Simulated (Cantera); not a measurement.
## PbO + O2 + H2 (iron carbonyl, mercury and lead vapours)

Input: 1 mol PbO, 2.5 mol O2, 1.4 mol H2, at 1202 °C.

Cantera equilibrium calculation (NASA polynomials, part measured and part estimated; ideal gas, pure solids and liquids). Candidate condensed phases: H2O, Pb, PbO, PbO2, Pb3O4; 12 gas species. Gases not in the tables: (PbO)n polymers. Rates play no part.

```tsv
P (Pa)	x O2	x H2O	x PbO	x Pb	x OH	x O	x H2	n PbO(l)
10	0.453	0.318	0.141	0.0870	0.00135	0.000193	6.36e-5	0
42	0.444	0.324	0.177	0.0541	0.000950	9.33e-5	3.19e-5	0
180	0.437	0.328	0.204	0.0303	0.000662	4.47e-5	1.57e-5	0
750	0.433	0.330	0.220	0.0161	0.000464	2.18e-5	7.81e-6	0
3200	0.448	0.345	0.199	0.00694	0.000333	1.07e-5	3.89e-6	0.164
13000	0.535	0.415	0.0491	0.000776	0.000269	5.82e-6	2.12e-6	0.832
56000	0.556	0.432	0.0114	8.51e-5	0.000192	2.86e-6	1.04e-6	0.963
240000	0.561	0.436	0.00266	9.55e-6	0.000135	1.39e-6	5.06e-7	0.991
1000000	0.562	0.437	0.000638	1.12e-6	9.43e-5	6.81e-7	2.48e-7	0.998
```
x: gas mole fraction; n: condensed amount in mol.

From 10.0 Pa to 7.50 mbar nothing is condensed. From 32.0 mbar to 10.0 bar the condensed part is PbO(l).
